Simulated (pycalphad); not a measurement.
# Freezing of Al-Mn-Si alloys with rising Mn

All values are pycalphad results on the COST 507 light-alloy database (1999) (1 atm), not direct measurements. The database dates from 1999; later assessments differ in places, in temperatures and in the compounds included. Phase fractions are per mole of atoms.

Scheil-Gulliver runs (no diffusion in the solid, steps of 4 K) beside full equilibrium.

```tsv
alloy	liquidus (°C)	Scheil, half solid (°C)	Scheil, 80 % solid (°C)	Scheil, invariant end (°C)	liquid left at that end	equilibrium solidus (°C)
Al-1.069Mn-9.817Si (wt.%)	639	at the invariant end	at the invariant end	576	0.73	576
Al-3.173Mn-9.712Si (wt.%)	(withheld)	at the invariant end	at the invariant end	576	(withheld)	576
Al-4.208Mn-9.66Si (wt.%)	720	at the invariant end	at the invariant end	576	0.64	576
Al-12.1Mn-9.263Si (wt.%)	832	585	at the invariant end	576	0.45	576
Al-15.82Mn-9.077Si (wt.%)	868	598	at the invariant end	576	0.37	576
```

### Question
Some entries are withheld; supply them.

### Answer

- Al-3.173Mn-9.712Si (wt.%), liquidus (°C): 701
- Al-3.173Mn-9.712Si (wt.%), liquid left at that end: 0.67
